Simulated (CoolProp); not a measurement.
Vapour-liquid equilibrium of R22 (1) + R152A (2) at 297 kPa; x and y are mole fractions of (1).

Values from CoolProp's multi-fluid Helmholtz-energy mixture model, Kamei 1995 and Outcalt 1996; pair parameters Bell 2016.

| x | bubble temperature, mixture model (K) | bubble temperature, Raoult's law (K) | y, mixture model | y, Raoult's law |
|---|---|---|---|---|
| 0.05 | 275.6 | 275.3 | 0.077 | 0.090 |
| 0.2 | 272.9 | 271.9 | 0.289 | 0.321 |
| 0.35 | 270.2 | 268.8 | 0.477 | 0.508 |
| 0.5 | 267.4 | 266.0 | 0.641 | 0.659 |
| 0.65 | 264.5 | 263.4 | 0.779 | 0.784 |
| 0.8 | 261.7 | 261.1 | 0.891 | 0.887 |
| 0.95 | 259.1 | 258.9 | 0.977 | 0.974 |

The largest gap from Raoult's law is +1.4 K in bubble temperature, at x = 0.5. No azeotrope shows between x = 0.05 and 0.95.

The pair parameters rest on a limited set of measurements; away from them the model extrapolates.
